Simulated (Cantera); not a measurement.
What does this Cantera script print?

```python
import numpy as np
import cantera as ct

gas = ct.Solution("gri30.yaml")
gas.TPX = 1425, 31000, {'CH4': 1, 'N2': 4.5}
reactor = ct.IdealGasConstPressureReactor(gas, energy="off", clone=False)
net = ct.ReactorNet([reactor])
net.rtol, net.atol = 1e-08, 1e-18
show = ['CH4', 'C2H4', 'C2H6', 'C2H2', 'H2']
times = np.geomspace(8e-06, 100, 12)

steps = ct.SolutionArray(gas, extra=["t"])
rows = []
print(f"{'t/s':>10s}{'T/K':>9s}{'P/Pa':>11s}" + "".join(f"{s:>11s}" for s in show))
for t in times:
    while net.time < t:
        t_next = net.step()
        steps.append(gas.state, t=t_next)
    rows.append([np.interp(t, steps.t, y) for y in (steps.T, steps.P, *steps(*show).X.T)])
    print(f"{t:10.3e}{rows[-1][0]:9.1f}{rows[-1][1]:11.4g}" + "".join(f"{x:11.3e}" for x in rows[-1][2:]))
rate = np.gradient(steps.T, steps.t)
print("integrator steps:", len(steps.t))
if steps.T.max() > steps.T[0] + 200:
    print(f"time of steepest temperature rise: {steps.t[rate.argmax()]:.4e} s")
gas.TPX = 1425, 31000, {'CH4': 1, 'N2': 4.5}
gas.equilibrate("TP")
print(f"equilibrium (TP): T = {gas.T:.1f} K  " + "  ".join(f"{s} {gas[s].X[0]:.3e}" for s in show))
```

Result:

```
       t/s      T/K       P/Pa        CH4       C2H4       C2H6       C2H2         H2
 8.000e-06   1425.0    3.1e+04  1.818e-01  2.307e-15  4.288e-14  5.807e-21  2.958e-08
 3.534e-05   1425.0    3.1e+04  1.818e-01  5.792e-13  4.375e-12  7.236e-18  1.474e-07
 1.561e-04   1425.0    3.1e+04  1.818e-01  7.257e-11  3.902e-10  4.455e-15  6.682e-07
 6.896e-04   1425.0    3.1e+04  1.818e-01  6.765e-09  3.296e-08  2.052e-12  2.981e-06
 3.046e-03   1425.0    3.1e+04  1.818e-01  4.867e-07  2.160e-06  9.036e-10  1.410e-05
 1.346e-02   1425.0    3.1e+04  1.817e-01  1.241e-05  3.603e-05  1.716e-07  8.252e-05
 5.945e-02   1425.0    3.1e+04  1.809e-01  1.866e-04  1.773e-04  1.623e-05  6.359e-04
 2.626e-01   1425.0    3.1e+04  1.759e-01  1.390e-03  2.929e-04  9.267e-04  5.899e-03
 1.160e+00   1425.0    3.1e+04  1.570e-01  1.385e-03  1.591e-04  9.055e-03  3.013e-02
 5.125e+00   1425.0    3.1e+04  1.116e-01  9.861e-04  5.509e-05  2.873e-02  8.824e-02
 2.264e+01   1425.0    3.1e+04  4.523e-02  1.936e-03  9.607e-06  5.598e-02  1.718e-01
 1.000e+02   1425.0    3.1e+04  1.582e-02  2.720e-03  2.852e-06  6.771e-02  2.086e-01
integrator steps: 1475
equilibrium (TP): T = 1425.0 K  CH4 1.153e-02  C2H4 1.462e-03  C2H6 1.535e-06  C2H2 3.531e-02  H2 2.150e-01
```

Detailed kinetics in Cantera: GRI-Mech 3.0 (53 species, 325 reactions). GRI-Mech 3.0 stops at C3 and has no aromatics, soot or wall deposition, so with more carbon than oxygen in the feed, carbon stays in small species such as C2H2 where larger ones or solid carbon would form.
